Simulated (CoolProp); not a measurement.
Computed with CoolProp (reference Helmholtz-energy equation of state, Lemmon 2006). It is a short technical equation, of lower accuracy than the large ones.

### Question
Give the vapour pressure (MPa), liquid density (kg/m³), enthalpy of vaporisation (kJ/kg), liquid cp (kJ/(kg K)) of saturated CH3F (R41) at 187, 205.8, 230.9 K.

### Answer
| T (K) | p (MPa) | liquid density (kg/m³) | enthalpy of vaporisation (kJ/kg) | liquid cp (kJ/(kg K)) |
|---|---|---|---|---|
| 187 | 0.0646 | 897 | 498 | 2.06 |
| 205.8 | 0.179 | 858 | 472 | 2.09 |
| 230.9 | 0.528 | 800 | 431 | 2.18 |
